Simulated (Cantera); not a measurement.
Input (Python, Cantera):

```python
import numpy as np
import cantera as ct

gas = ct.Solution("gri30.yaml")
gas.TPX = 1750, 56, {'CH4': 1, 'N2': 7.4}
inlet = ct.Reservoir(gas, clone=True)

reactor = ct.IdealGasConstPressureReactor(gas, energy="off", clone=False)
exhaust = ct.Reservoir(gas, clone=True)
tau = [4.1, 1.6, 0.64, 0.25, 0.1, 0.04, 0.016, 0.0062, 0.0025][0]
for a, b in ((inlet, reactor), (reactor, exhaust)):
    ct.MassFlowController(a, b, mdot=lambda t: reactor.mass / tau)
net = ct.ReactorNet([reactor])
show = ['CH4', 'CH3', 'HCN', 'H', 'C2H4', 'C2H', 'CH2']

rows = []
print(f"{'tau/s':>10s}{'T/K':>9s}" + "".join(f"{s:>11s}" for s in show))
for tau in [4.1, 1.6, 0.64, 0.25, 0.1, 0.04, 0.016, 0.0062, 0.0025]:
    net.initial_time = 0.0
    net.advance(30 * tau)
    before = gas.X
    net.advance(40 * tau)
    drift = np.max(np.abs(gas.X - before) / (gas.X + 1e-9))
    rows.append([gas.T, *gas[show].X, drift])
    print(f"{tau:10.3e}{gas.T:9.1f}" + "".join(f"{x:11.3e}" for x in gas[show].X))
```

Result:

```
     tau/s      T/K        CH4        CH3        HCN          H       C2H4        C2H        CH2
 4.100e+00   1750.0  5.165e-02  1.662e-03  1.463e-06  1.531e-04  1.402e-03  3.441e-07  2.196e-06
 1.600e+00   1750.0  7.912e-02  2.004e-03  2.747e-07  7.591e-05  2.557e-03  1.560e-07  2.025e-06
 6.400e-01   1750.0  1.059e-01  1.735e-03  1.777e-08  2.004e-05  2.059e-03  3.060e-08  1.182e-06
 2.500e-01   1750.0  1.170e-01  8.924e-04  3.700e-10  3.203e-06  3.630e-04  2.202e-09  3.201e-07
 1.000e-01   1750.0  1.186e-01  3.696e-04  1.950e-11  1.111e-06  3.064e-05  1.140e-10  6.075e-08
 4.000e-02   1750.0  1.189e-01  1.481e-04  1.945e-12  8.201e-07  2.125e-06  2.532e-12  1.091e-08
 1.600e-02   1750.0  1.190e-01  5.889e-05  2.073e-13  7.648e-07  1.354e-07  3.003e-14  2.037e-09
 6.200e-03   1750.0  1.190e-01  2.240e-05  2.515e-14  7.289e-07  7.177e-09  2.360e-16  3.817e-10
 2.500e-03   1750.0  1.190e-01  8.662e-06  3.692e-15  6.660e-07  3.747e-10  1.837e-18  7.487e-11
```

Detailed kinetics in Cantera: GRI-Mech 3.0 (53 species, 325 reactions). GRI-Mech 3.0 stops at C3 and has no aromatics, soot or wall deposition, so with more carbon than oxygen in the feed, carbon stays in small species such as C2H2 where larger ones or solid carbon would form. Radical loss at walls, strong at low pressure, is not modelled.
